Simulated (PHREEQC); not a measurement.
Dissolve 28 mmol/kgw NaOH and 0.63 mmol/kgw NaAlO2 at 83 °C. It is in equilibrium with CO2 at log p = -3.4 (atm). Otherwise closed; pH follows from the charge balance.

Computed with PHREEQC (ion-association model, phreeqc.dat).

Precipitation was switched off in this run.

Problem. Order these Na species by the share of Na that they hold, largest first: NaHCO3, Na+, NaCO3-.

Solution. Na+ (76 %), NaCO3- (24 %), NaHCO3 (0.18 %)

Problem. Order these C species by the share of C that they hold, largest first: CO3-2, NaCO3-, HCO3-, NaHCO3.

Solution. HCO3- (44 %), NaCO3- (39 %), CO3-2 (16 %), NaHCO3 (0.29 %)

The pH is 9.48 and the ionic strength 0.0245 mol/kgw. At this temperature some constants are extrapolated from 25 °C, and those without enthalpy data are left unchanged.
